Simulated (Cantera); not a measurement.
Charge: 1 mol MgF2, 63 mol H2, 0.11 mol H2O, equilibrated at 1875 K and 7.50 Torr.

Method: chemical equilibrium by Gibbs-energy minimisation in Cantera with the NASA 1993 tables (ideal gas, pure condensed phases). Candidate condensed phases: H2O, Mg, MgF2, MgO, Mg(OH)2; 31 gas species. The tables' values for MgH are old estimates; treat these amounts as uncertain. Rates play no part.

Base state: H2 0.948, HF 0.0289, Mg 0.0141, H 0.00638, H2O 0.00168, MgF 0.000690, MgF2 0.000542, MgH 1.96e-5 (mole fractions); condensed: gas only.

Q: What changes in the equilibrium state with this change: H2 from 63 to 0.58 mol?

A: 
| species | before | after |
|---|---|---|
| MgF2 | 0.000542 | 0.418 |
| H2 | 0.948 | 0.260 |
| HF | 0.0289 | 0.240 |
| MgF | 0.000690 | 0.0336 |
| Mg | 0.0141 | 0.0433 |
| Mg2F4 | <1e-9 | 0.000167 |
| H | 0.00638 | 0.00334 |
| MgH | 1.96e-5 | 3.16e-5 |
| H2O | 0.00168 | 0.00135 |
| MgO(s), mol | 0 | 0.108 |
